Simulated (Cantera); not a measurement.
**Reactions in the system C-F-Pb**

Cantera with NASA thermochemical tables; ideal gases at 1 bar, condensed phases pure. Values are per mole of reaction as written; species without (g) are pure solids or liquids, kept so even where they would boil at 1 bar. The tables' values for C2F4 are old estimates.

2 CF3(g) + Pb = PbF2 + C2F4(g)

```
T (K)  ΔH° (kJ)  ΔS° (J/K)  ΔG° (kJ)  log10 K  condensed phases
-----  --------  ---------  --------  -------  ----------------
300      -394.9     -181.8    -340.4    59.26    Pb(s), PbF2(s)
1825     -319.0     -103.2    -130.7     3.74    Pb(l), PbF2(l)
1850     -317.8     -102.5    -128.1     3.62    Pb(l), PbF2(l)
1875     -316.6     -101.9    -125.6     3.50    Pb(l), PbF2(l)
1900     -315.4     -101.3    -123.0     3.38    Pb(l), PbF2(l)
1925     -314.2     -100.7    -120.5     3.27    Pb(l), PbF2(l)
1950     -313.1     -100.0    -118.0     3.16    Pb(l), PbF2(l)
1975     -311.9      -99.4    -115.5     3.05    Pb(l), PbF2(l)
2000     -310.7      -98.8    -113.0     2.95    Pb(l), PbF2(l)
```
